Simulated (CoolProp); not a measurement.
R1123 along the isobar 20 MPa: fugacity coefficient from the reference equation and from simpler models built on Tc = 331.7 K, pc = 4.549 MPa, ω = 0.243; each cubic takes its own stable root.

The numbers come from the reference Helmholtz-energy equation of state, Akasaka 2020 in CoolProp.

```tsv
T (K)	phase	reference
252.4	liquid	0.04612
273.1	liquid	0.08164
293.8	liquid	0.1297
314.5	liquid	0.1894
335.2	supercritical	0.2582
355.9	supercritical	0.3329
376.6	supercritical	0.4096
397.3	supercritical	0.4849
417.9	supercritical	0.5557
438.6	supercritical	0.6210
459.3	supercritical	0.6799
480	supercritical	0.7324
```

**Question.** How far does each simpler model (van der Waals, Redlich-Kwong, Soave-Redlich-Kwong) lie from the reference over these 12 states: mean and median of the absolute difference, and the worst?

**Answer.** 
- van der Waals: mean 46.0 %, median 13.0 %, worst +210.3 % at 252.4 K and 20 MPa
- Redlich-Kwong: mean 12.6 %, median 6.7 %, worst +45.2 % at 252.4 K and 20 MPa
- Soave-Redlich-Kwong: mean 8.2 %, median 8.3 %, worst +9.2 % at 335.2 K and 20 MPa
